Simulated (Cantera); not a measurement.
Charge: 1 mol SiO₂, a varied amount of C, 1 mol N₂, 5.6 mol CO, equilibrated at 2000 °C and 0.133 bar.

Method: chemical equilibrium by Gibbs-energy minimisation in Cantera with the NASA 1993 tables (ideal gas, pure condensed phases). Candidate condensed phases: C, Si, SiC, SiO₂, Si₂N₂O, Si₃N₄; 34 gas species. The tables' values for SiN are old estimates; treat these amounts as uncertain. The numbers say what is thermodynamically allowed, not how fast it happens.

Task: At 5.3 mol C, list the 6 most abundant gas species with their mole fractions, and the condensed phases.

Result: CO 0.869, N₂ 0.116, SiO 0.0141, Si 0.000730, SiC₂ 9.17e-5, Si₂C 5.45e-5. Condensed: C(graphite) + SiC(s).
